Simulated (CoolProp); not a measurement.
Dodecamethylcyclohexasiloxane (D6) along the isobar 1.1 MPa: fugacity coefficient from the reference equation and from simpler models built on Tc = 372.6 °C, pc = 0.9614 MPa, ω = 0.736; each cubic takes its own stable root.

The numbers come from the reference Helmholtz-energy equation of state, Colonna 2008 in CoolProp. It is a short technical equation, of lower accuracy than the large ones.

```json
[
 {"T (°C)": "171.65", "phase": "liquid", "reference": "0.01466"},
 {"T (°C)": "183.95", "phase": "liquid", "reference": "0.02146"},
 {"T (°C)": "196.25", "phase": "liquid", "reference": "0.03052"},
 {"T (°C)": "208.55", "phase": "liquid", "reference": "0.04229"},
 {"T (°C)": "220.75", "phase": "liquid", "reference": "0.05706"},
 {"T (°C)": "233.05", "phase": "liquid", "reference": "0.07549"},
 {"T (°C)": "245.35", "phase": "liquid", "reference": "0.09785"},
 {"T (°C)": "257.65", "phase": "liquid", "reference": "0.1244"},
 {"T (°C)": "269.95", "phase": "liquid", "reference": "0.1555"},
 {"T (°C)": "282.25", "phase": "liquid", "reference": "0.1911"},
 {"T (°C)": "294.55", "phase": "liquid", "reference": "0.2313"},
 {"T (°C)": "306.85", "phase": "liquid", "reference": "0.2760"},
 {"T (°C)": "319.15", "phase": "liquid", "reference": "0.3247"}
]
```

How far does each simpler model (van der Waals, Peng-Robinson) lie from the reference over these 13 states: mean and median of the absolute difference, and the worst?


- van der Waals: mean 356.9 %, median 234.4 %, worst +1112.1 % at 171.65 °C and 1.1 MPa
- Peng-Robinson: mean 3.2 %, median 3.1 %, worst +4.6 % at 171.65 °C and 1.1 MPa
